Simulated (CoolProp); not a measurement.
Ethylene along the isotherm 176.85 °C: density (kg/m³) from the reference equation and from simpler models built on Tc = 9.2 °C, pc = 50.42 bar, ω = 0.087; each cubic takes its own stable root.

Computed with CoolProp (reference Helmholtz-energy equation of state, Smukala 2000).

```tsv
p (bar)	phase	reference	van der Waals	Peng-Robinson
1.59	gas	1.195	1.195	1.195
3.27	gas	2.463	2.466	2.466
6.72	gas	5.085	5.098	5.097
13.8	gas	10.55	10.60	10.59
28.4	gas	22.14	22.41	22.32
58.2	supercritical	47.18	48.56	47.80
120	supercritical	103.8	110.9	105.0
246	supercritical	212.5	214.6	213.8
504	supercritical	332.5	295.0	348.7
```
